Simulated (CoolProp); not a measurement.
Vapour-liquid equilibrium of dimethyl ether (1) + methanol (2) at 436 kPa; x and y are mole fractions of (1).

Values from CoolProp's multi-fluid Helmholtz-energy mixture model, Wu 2011 and de Reuck 1993; pair parameters Bell 2016.

```csv
x,"bubble temperature, mixture model (°C)","bubble temperature, Raoult's law (°C)","y, mixture model","y, Raoult's law"
0.05,87.9,95.0,0.459,0.343
0.2,51.6,67.7,0.874,0.789
0.35,36.7,50.0,0.941,0.917
0.5,29.4,37.8,0.963,0.963
0.65,24.7,28.9,0.974,0.983
0.8,20.8,22.0,0.984,0.993
0.95,16.5,16.5,0.995,0.999
```

The largest gap from Raoult's law is -16.1 K in bubble temperature, at x = 0.2. No azeotrope shows between x = 0.05 and 0.95.

The pair parameters rest on a limited set of measurements; away from them the model extrapolates. With so large a gap from Raoult's law the liquid may split in two, which this calculation doesn't test in full.
